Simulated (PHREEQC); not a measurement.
## Brackish or sea water (model solution)

Model water analysis in mmol/kgw, 25 °C, pH 8.36:

```
constituent           mmol/kgw
--------------------  --------
Na                         252
K                         9.48
Ca                        1.44
Mg                        5.75
Cl                         254
S(6)                      14.2
Alkalinity (meq/kgw)     0.037
Li                        5.69
```

Valence states are taken as typed.

Computed with PHREEQC (Pitzer model, pitzer.dat).

```json
{
  "ionic_strength": "0.303 mol/kgw",
  "activity_of_water": "0.991",
  "specific_conductance": "26600 µS/cm",
  "density": "1.009 g/cm³",
  "osmotic_coefficient": "0.906",
  "charge_balance_error": "-0.2 %"
}
```

| species | molality | activity | log γ |
|---|---|---|---|
| Cl- | 0.254 | 0.174 | -0.164 |
| Na+ | 0.252 | 0.182 | -0.140 |
| SO4-2 | 0.0142 | 0.00239 | -0.774 |
| K+ | 0.00948 | 0.00660 | -0.157 |
| Mg+2 | 0.00575 | 0.00155 | -0.570 |
| Li+ | 0.00569 | 0.00434 | -0.118 |
| Ca+2 | 0.00144 | 0.000358 | -0.605 |
| HCO3- | 2.98e-5 | 2.21e-5 | -0.130 |

This is a speciation only: nothing precipitates in the calculation.
